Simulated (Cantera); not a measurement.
**Equilibrium for hydrogen reduction and annealing atmospheres: Fe3O4 + H2 + N2**

Input: 1 mol Fe3O4, 1300 mol H2, 3.9 mol N2, equilibrated at 0.100 bar.

These are equilibrium values from Cantera (NASA tables, ideal gas, pure condensed phases), not measurements of a reactor. Candidate condensed phases: Fe, FeO, Fe(OH)2, Fe(OH)3, Fe2O3, Fe3O4, H2O; 27 gas species. The numbers say what is thermodynamically allowed, not how fast it happens.

From 1873 K to 1948 K the condensed part is Fe(l). From 1973 K to 2198 K nothing is condensed. The main Fe-bearing gas is Fe throughout.

| T (K) | x H2 | x H | x H2O | x N2 | x Fe | x OH | x FeO | x NH3 | n Fe(l) |
|---|---|---|---|---|---|---|---|---|---|
| 1873 | 0.991 | 0.00203 | 0.00306 | 0.00299 | 0.000791 | 4.87e-7 | 3.51e-8 | 1.36e-7 | 1.97 |
| 1898 | 0.990 | 0.00246 | 0.00306 | 0.00298 | 0.00109 | 6.22e-7 | 5.17e-8 | 1.30e-7 | 1.58 |
| 1923 | 0.990 | 0.00296 | 0.00306 | 0.00298 | 0.00148 | 7.88e-7 | 7.53e-8 | 1.23e-7 | 1.06 |
| 1948 | 0.988 | 0.00355 | 0.00306 | 0.00298 | 0.00200 | 9.93e-7 | 1.08e-7 | 1.18e-7 | 0.381 |
| 1973 | 0.987 | 0.00424 | 0.00305 | 0.00298 | 0.00229 | 1.24e-6 | 1.32e-7 | 1.13e-7 | 0 |
| 1998 | 0.987 | 0.00504 | 0.00305 | 0.00298 | 0.00229 | 1.55e-6 | 1.41e-7 | 1.08e-7 | 0 |
| 2023 | 0.986 | 0.00596 | 0.00305 | 0.00298 | 0.00229 | 1.92e-6 | 1.49e-7 | 1.03e-7 | 0 |
| 2048 | 0.985 | 0.00703 | 0.00305 | 0.00297 | 0.00229 | 2.37e-6 | 1.58e-7 | 9.90e-8 | 0 |
| 2073 | 0.983 | 0.00825 | 0.00304 | 0.00297 | 0.00229 | 2.90e-6 | 1.67e-7 | 9.50e-8 | 0 |
| 2098 | 0.982 | 0.00964 | 0.00304 | 0.00297 | 0.00228 | 3.54e-6 | 1.77e-7 | 9.12e-8 | 0 |
| 2123 | 0.980 | 0.0112 | 0.00304 | 0.00297 | 0.00228 | 4.31e-6 | 1.86e-7 | 8.76e-8 | 0 |
| 2148 | 0.979 | 0.0130 | 0.00304 | 0.00296 | 0.00228 | 5.21e-6 | 1.96e-7 | 8.42e-8 | 0 |
| 2173 | 0.977 | 0.0151 | 0.00303 | 0.00296 | 0.00228 | 6.27e-6 | 2.06e-7 | 8.10e-8 | 0 |
| 2198 | 0.974 | 0.0174 | 0.00303 | 0.00296 | 0.00228 | 7.51e-6 | 2.17e-7 | 7.79e-8 | 0 |
x: gas mole fraction; n: condensed amount in mol.
